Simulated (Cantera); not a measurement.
Charge: 1 mol Zr, 9.8 mol N2O, 27 mol H2, held at 2030 Torr.

These are equilibrium values from Cantera (NASA tables, ideal gas, pure condensed phases), not measurements of a reactor. Candidate condensed phases: H2O, Zr, ZrN, ZrO2; 28 gas species. Rates play no part. All values below are at 2127 °C.

Base state: H2 0.517, N2 0.265, H2O 0.211, H 0.00696, OH 0.000521, NO 2.16e-5 (mole fractions); condensed: ZrO2(tetragonal).

**Question.** What changes in the equilibrium state with this change: Zr replaced by V?

**Answer.** 
```tsv
species	before	after
H2	0.517	0.503
N2	0.265	0.265
H2O	0.211	0.223
VO2	0	0.00164
VO	0	4.63e-5
NO	2.16e-5	2.35e-5
OH	0.000521	0.000559
H	0.00696	0.00687
ZrO2(tetragonal), mol	1.000	0
V2O3(l), mol	0	0.469
```
Condensed phases not in the tables: the oxides between V2O3 and V2O5 other than VO2. Further candidate phases: V, VN, VO, V2O3, V2O4, V2O5.
